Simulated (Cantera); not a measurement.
An isothermal, constant-pressure homogeneous reactor starts with 16.7 % CH4, 83.3 % H2, at 1625 K and 1.01 bar.

Cantera simulation using GRI-Mech 3.0 (53 species, 325 reactions); the numbers are that mechanism's predictions, not measurements. GRI-Mech 3.0 stops at C3 and has no aromatics, soot or wall deposition, so with more carbon than oxygen in the feed, carbon stays in small species such as C2H2 where larger ones or solid carbon would form.

x: mole fraction; the columns are a selection and need not sum to one.

```tsv
t (s)	x CH4	x H2	x CH2	x H	x C2H4	x C2H
0.000400	0.166	0.833	1.14e-8	5.08e-5	[?]	<1e-12
0.00133	0.165	0.834	1.25e-8	5.34e-5	[?]	2.70e-11
0.00443	0.162	0.836	1.23e-8	5.37e-5	[?]	2.54e-10
0.0147	0.153	0.841	1.18e-8	5.44e-5	[?]	1.20e-9
0.0490	0.128	0.855	1.04e-8	5.64e-5	[?]	3.77e-9
0.163	0.0848	0.880	7.67e-9	6.09e-5	[?]	8.61e-9
0.542	0.0513	0.899	5.35e-9	6.60e-5	0.00374	1.29e-8
1.80	0.0464	0.902	4.99e-9	6.70e-5	0.00389	1.36e-8
6.00	0.0464	0.902	4.99e-9	6.70e-5	0.00389	1.36e-8
```

**Question.** What belongs in the gaps?

**Answer.** 
- 0.000400, x C2H4: 6.82e-5
- 0.00133, x C2H4: 0.000360
- 0.00443, x C2H4: 0.000766
- 0.0147, x C2H4: 0.00104
- 0.0490, x C2H4: 0.00163
- 0.163, x C2H4: 0.00276
